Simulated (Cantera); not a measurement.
**Reactions in the system Cr-H-N-O**

Standard-state values (1 bar) from the NASA 1993 polynomials, evaluated with Cantera. Values are per mole of reaction as written; species without (g) are pure solids or liquids, kept so even where they would boil at 1 bar.

8 CrO3(g) + 3 NH3(g) ⇌ 9 OH(g) + 3 NO(g) + 4 Cr2O3

```
T (K)  ΔH° (kJ)  ΔS° (J/K)  ΔG° (kJ)  log10 K  condensed phases
-----  --------  ---------  --------  -------  ----------------
1100    -1329.8       86.9   -1425.3    67.68          Cr2O3(s)
1300    -1312.6      101.2   -1444.2    58.03          Cr2O3(s)
1500    -1295.3      113.6   -1465.7    51.04          Cr2O3(s)
1700    -1277.3      124.9   -1489.6    45.77          Cr2O3(s)
1900    -1258.3      135.4   -1515.6    41.67          Cr2O3(s)
2100    -1238.1      145.5   -1543.7    38.40          Cr2O3(s)
2300    -1216.6      155.3   -1573.8    35.74          Cr2O3(s)
2500    -1193.6      164.9   -1605.8    33.55          Cr2O3(s)
2700     -645.4      375.5   -1659.2    32.10          Cr2O3(l)
```
